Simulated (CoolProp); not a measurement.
Vapour-liquid equilibrium of cis-2-butene (1) + acetone (2) at 240.9 K; x and y are mole fractions of (1).

Model: multi-fluid Helmholtz-energy mixture model, Lemmon 2005 and Lemmon 2006; pair parameters Bell 2016, in CoolProp.

| x | bubble pressure, mixture model (bar) | bubble pressure, Raoult's law (bar) | y, mixture model | y, Raoult's law |
|---|---|---|---|---|
| 0.05 | 0.05027 | 0.02224 | 0.756 | 0.453 |
| 0.125 | 0.09466 | 0.03640 | 0.878 | 0.692 |
| 0.2 | 0.1262 | 0.05055 | 0.914 | 0.797 |
| 0.275 | 0.1472 | 0.06471 | 0.930 | 0.857 |
| 0.35 | 0.1604 | 0.07886 | 0.938 | 0.894 |
| 0.425 | 0.1681 | 0.09302 | 0.943 | 0.921 |
| 0.5 | 0.1724 | 0.1072 | 0.945 | 0.940 |
| 0.575 | 0.1750 | 0.1213 | 0.947 | 0.955 |
| 0.65 | 0.1772 | 0.1355 | 0.949 | 0.967 |
| 0.725 | 0.1798 | 0.1496 | 0.952 | 0.976 |
| 0.8 | 0.1836 | 0.1638 | 0.956 | 0.984 |
| 0.875 | 0.1889 | 0.1779 | 0.965 | 0.991 |
| 0.95 | 0.1960 | 0.1921 | 0.982 | 0.997 |

The largest gap from Raoult's law is +160.1 % in bubble pressure, at x = 0.125. No azeotrope shows between x = 0.05 and 0.95.

Pair parameters are fitted to limited data, so mixtures are less certain than the pure fluids. With so large a gap from Raoult's law the liquid may split in two, which this calculation doesn't test in full.
